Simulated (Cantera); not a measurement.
A closed system holds: 1 mol CH2F2, 0.76 mol CH4, 2.1 mol H2, 0.37 mol HCl, at 2348 K and 30.0 mbar.

Cantera equilibrium calculation (NASA polynomials, part measured and part estimated; ideal gas, pure solids and liquids). Candidate condensed phases: C, C6H6, C7H8, C8H18; 118 gas species. Equilibrium is a limit: real reactors are often held back by kinetics, nucleation or transport.

### Question
What is the equilibrium state?

### Answer
- x(H2) = 0.559
- x(HF) = 0.324
- x(HCl) = 0.0562
- x(H) = 0.0533
- x(Cl) = 0.00384
- x(C2H2 (acetylene)) = 0.00306
- x(F) = 4.24e-5
- x(C2H) = 1.48e-5
- x(C4H2) = 6.85e-6
- n(C(graphite)) = 1.72 mol
- gas amount = 6.166 mol
